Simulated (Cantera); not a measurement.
What does this Cantera script print?

```python
import numpy as np
import cantera as ct

gas = ct.Solution("gri30.yaml")
gas.TPX = 2125, 19000, {'CH4': 0.028, 'H2': 1, 'CO2': 0.0032}
reactor = ct.IdealGasConstPressureReactor(gas, energy="off", clone=False)
net = ct.ReactorNet([reactor])
net.rtol, net.atol = 1e-08, 1e-18
show = ['CH4', 'H2', 'CO2', 'HO2', 'C2H6']
times = np.geomspace(7e-06, 5, 15)

steps = ct.SolutionArray(gas, extra=["t"])
rows = []
print(f"{'t/s':>10s}{'T/K':>9s}{'P/Pa':>11s}" + "".join(f"{s:>11s}" for s in show))
for t in times:
    while net.time < t:
        t_next = net.step()
        steps.append(gas.state, t=t_next)
    rows.append([np.interp(t, steps.t, y) for y in (steps.T, steps.P, *steps(*show).X.T)])
    print(f"{t:10.3e}{rows[-1][0]:9.1f}{rows[-1][1]:11.4g}" + "".join(f"{x:11.3e}" for x in rows[-1][2:]))
rate = np.gradient(steps.T, steps.t)
print("integrator steps:", len(steps.t))
if steps.T.max() > steps.T[0] + 200:
    print(f"time of steepest temperature rise: {steps.t[rate.argmax()]:.4e} s")
gas.TPX = 2125, 19000, {'CH4': 0.028, 'H2': 1, 'CO2': 0.0032}
gas.equilibrate("TP")
print(f"equilibrium (TP): T = {gas.T:.1f} K  " + "  ".join(f"{s} {gas[s].X[0]:.3e}" for s in show))
```

Output:

```
       t/s      T/K       P/Pa        CH4         H2        CO2        HO2       C2H6
 7.000e-06   2125.0    1.9e+04  2.707e-02  9.696e-01  3.102e-03  5.693e-16  3.982e-09
 1.833e-05   2125.0    1.9e+04  2.695e-02  9.694e-01  3.099e-03  2.269e-15  4.445e-08
 4.801e-05   2125.0    1.9e+04  2.663e-02  9.688e-01  3.075e-03  5.521e-15  3.440e-07
 1.257e-04   2125.0    1.9e+04  2.577e-02  9.674e-01  2.926e-03  9.812e-15  1.744e-06
 3.293e-04   2125.0    1.9e+04  2.317e-02  9.647e-01  2.164e-03  1.591e-14  4.362e-06
 8.625e-04   2125.0    1.9e+04  1.686e-02  9.648e-01  6.039e-04  1.701e-14  3.356e-06
 2.259e-03   2125.0    1.9e+04  9.018e-03  9.682e-01  1.536e-05  1.447e-14  1.049e-06
 5.916e-03   2125.0    1.9e+04  3.703e-03  9.710e-01  1.853e-06  1.433e-14  1.901e-07
 1.549e-02   2125.0    1.9e+04  1.410e-03  9.722e-01  1.801e-06  1.224e-14  2.891e-08
 4.058e-02   2125.0    1.9e+04  6.738e-04  9.728e-01  1.610e-06  7.403e-15  6.803e-09
 1.063e-01   2125.0    1.9e+04  4.389e-04  9.733e-01  1.025e-06  2.012e-15  2.955e-09
 2.783e-01   2125.0    1.9e+04  2.457e-04  9.739e-01  2.327e-07  7.737e-17  9.931e-10
 7.290e-01   2125.0    1.9e+04  1.512e-04  9.740e-01  3.832e-09  1.972e-20  4.352e-10
 1.909e+00   2125.0    1.9e+04  1.482e-04  9.740e-01  3.713e-11  1.908e-24  4.220e-10
 5.000e+00   2125.0    1.9e+04  1.482e-04  9.740e-01  3.705e-11  1.900e-24  4.220e-10
integrator steps: 1232
equilibrium (TP): T = 2125.0 K  CH4 1.484e-04  H2 9.740e-01  CO2 3.721e-11  HO2 1.916e-24  C2H6 4.226e-10
```

Model: GRI-Mech 3.0 (53 species, 325 reactions), integrated in Cantera. GRI-Mech 3.0 stops at C3 and has no aromatics, soot or wall deposition, so with more carbon than oxygen in the feed, carbon stays in small species such as C2H2 where larger ones or solid carbon would form.
